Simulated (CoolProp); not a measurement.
Saturated liquid density (kg/m³) of water: the reference equation beside estimates from Tc = 647.1 K, pc = 22.06 MPa, ω = 0.344. Rackett uses Z = 0.29056 − 0.08775 ω.

Values from CoolProp's reference Helmholtz-energy equation of state, Wagner 2002.

```json
[
 {"T (K)": "331.5", "reference": "984.0", "Rackett": "849.2", "Redlich-Kwong": "713.6"},
 {"T (K)": "349.5", "reference": "974.0", "Rackett": "833.9", "Redlich-Kwong": "700.7"},
 {"T (K)": "367.4", "reference": "…", "Rackett": "818.2", "Redlich-Kwong": "687.1"},
 {"T (K)": "385.4", "reference": "…", "Rackett": "802.1", "Redlich-Kwong": "672.7"},
 {"T (K)": "403.4", "reference": "934.6", "Rackett": "…", "Redlich-Kwong": "…"},
 {"T (K)": "421.3", "reference": "918.7", "Rackett": "768.4", "Redlich-Kwong": "…"},
 {"T (K)": "439.3", "reference": "901.4", "Rackett": "750.6", "Redlich-Kwong": "624.8"},
 {"T (K)": "457.3", "reference": "882.5", "Rackett": "…", "Redlich-Kwong": "607.0"},
 {"T (K)": "475.2", "reference": "862.3", "Rackett": "713.1", "Redlich-Kwong": "588.1"},
 {"T (K)": "493.2", "reference": "840.2", "Rackett": "692.9", "Redlich-Kwong": "567.9"}
]
```

Problem. Fill in the missing entries.

Solution. 
- 367.4, reference: 962.4
- 385.4, reference: 949.2
- 403.4, Rackett: 785.4
- 403.4, Redlich-Kwong: 657.6
- 421.3, Redlich-Kwong: 641.7
- 457.3, Rackett: 732.2

Absolute difference from the reference over all 10 rows, mean and median: Rackett 15.9 and 16.2 %, Redlich-Kwong 29.9 and 29.9 %.
